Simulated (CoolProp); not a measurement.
Properties of dodecamethylcyclohexasiloxane (D6) at several states.

The numbers come from the reference Helmholtz-energy equation of state, Colonna 2008 in CoolProp. It is a short technical equation, of lower accuracy than the large ones.

```tsv
T (K)	p (MPa)	phase	Z	cp (kJ/(kg K))	speed of sound (m/s)	Joule-Thomson coefficient (K/MPa)	isothermal compressibility (1/MPa)	fugacity coefficient
512.7	0.0197	gas	0.9818	1.772	96.64	15.80	51.72	0.9820
411.3	0.101	liquid	0.01561	1.799	489.9	-0.2855	0.005465	0.04088
609.1	2.15	liquid	0.3214	2.205	212.8	0.7056	0.04221	0.2386
517	0.341	liquid	0.04977	2.022	323.9	0.04094	0.01496	0.2742
443.6	0.214	liquid	0.03210	1.866	441.2	-0.2220	0.007055	0.06347
561.3	0.849	liquid	0.1252	2.121	256.3	0.3594	0.02644	0.2620
```
